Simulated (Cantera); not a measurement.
An adiabatic, constant-volume homogeneous reactor starts with CO : H2 : CH4 : O2 : N2 : H2O = 1 : 0.032 : 0.037 : 0.246 : 0.924 : 0.5 (molar parts), equivalence ratio 2.4, at 1200 K and 1430 Torr. Integrator tolerance rtol = 1e-08.

Model: GRI-Mech 3.0 (53 species, 325 reactions), integrated in Cantera.

Question: What does this change do: H2 0.032 to 0.013 parts?

Answer: 
| quantity | before | after |
|---|---|---|
| time of steepest temperature rise | 0.458 ms | 0.624 ms |
| temperature at 0.400 s | 2570 K | 2577 K |
| equilibrium temperature | 2570 K | 2577 K |
| x(CO) at 0.400 s | 0.229 (gas-phase equilibrium 0.229) | 0.226 (gas-phase equilibrium 0.226) |
| x(H2) at 0.400 s | 0.0397 (gas-phase equilibrium 0.0397) | 0.0373 (gas-phase equilibrium 0.0373) |
| x(CH4) at 0.400 s | 2.63e-12 (gas-phase equilibrium 2.99e-12) | 2.13e-12 (gas-phase equilibrium 2.43e-12) |
| x(H2O) at 0.400 s | 0.192 (gas-phase equilibrium 0.192) | 0.188 (gas-phase equilibrium 0.188) |
| x(HO2) at 0.400 s | 3.13e-7 (gas-phase equilibrium 3.13e-7) | 3.55e-7 (gas-phase equilibrium 3.55e-7) |
| x(CO2) at 0.400 s | 0.173 (gas-phase equilibrium 0.173) | 0.179 (gas-phase equilibrium 0.179) |

Question: What does this change do: constant pressure in place of constant volume?

Answer: 
| quantity | before | after |
|---|---|---|
| time of steepest temperature rise | 0.458 ms | 0.505 ms |
| temperature at 0.400 s | 2570 K | 2361 K |
| equilibrium temperature | 2570 K | 2361 K |
| x(CO) at 0.400 s | 0.229 (gas-phase equilibrium 0.229) | 0.226 (gas-phase equilibrium 0.226) |
| x(H2) at 0.400 s | 0.0397 (gas-phase equilibrium 0.0397) | 0.0421 (gas-phase equilibrium 0.0421) |
| x(CH4) at 0.400 s | 2.63e-12 (gas-phase equilibrium 2.99e-12) | 1.88e-12 (gas-phase equilibrium 2.09e-12) |
| x(H2O) at 0.400 s | 0.192 (gas-phase equilibrium 0.192) | 0.192 (gas-phase equilibrium 0.192) |
| x(HO2) at 0.400 s | 3.13e-7 (gas-phase equilibrium 3.13e-7) | 4.87e-8 (gas-phase equilibrium 4.87e-8) |
| x(CO2) at 0.400 s | 0.173 (gas-phase equilibrium 0.173) | 0.178 (gas-phase equilibrium 0.178) |
